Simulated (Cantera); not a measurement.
Feed: 1 mol CuO, 22 mol HF, 21 mol N2, 0.9 mol NF3, at 0.435 Torr.

Cantera equilibrium calculation (NASA polynomials, part measured and part estimated; ideal gas, pure solids and liquids). Candidate condensed phases: Cu, CuF2, CuO, Cu(OH)2, Cu2O, H2O; 45 gas species. Equilibrium is a limit: real reactors are often held back by kinetics, nucleation or transport. All values below are at 975 °C.

Base state: HF 0.482, N2 0.470, CuF2 0.0218, F 0.0154, O2 0.0109, CuF 5.75e-5, NO 4.90e-5 (mole fractions); condensed: gas only.

Question: What changes in the equilibrium state with this change: CuO replaced by B2O3?

Answer: 
```json
[
 {"species": "N2", "before": "0.470", "after": "0.475"},
 {"species": "HF", "before": "0.482", "after": "0.444"},
 {"species": "BF3", "before": "0", "after": "0.0298"},
 {"species": "CuF2", "before": "0.0218", "after": "0"},
 {"species": "H2O", "before": "<1e-9", "after": "0.0218"},
 {"species": "BOF", "before": "0", "after": "0.0143"},
 {"species": "F", "before": "0.0154", "after": "5.36e-8"},
 {"species": "O2", "before": "0.0109", "after": "0.0149"},
 {"species": "HBO2", "before": "0", "after": "0.000208"},
 {"species": "CuF", "before": "5.75e-5", "after": "0"},
 {"species": "NO", "before": "4.90e-5", "after": "5.76e-5"}
]
```
Further candidate phases: B, BN, B2O3, B3O3H3.

Question: What changes in the equilibrium state with this change: NF3 from 0.9 to 1.3 mol?

Answer: 
```
species   before    after
-------  -------  -------
HF         0.482    0.468
N2         0.470    0.460
F         0.0154   0.0404
O2        0.0109   0.0106
CuF2      0.0218   0.0212
CuF      5.75e-5  2.13e-5
NO       4.90e-5  4.78e-5
```
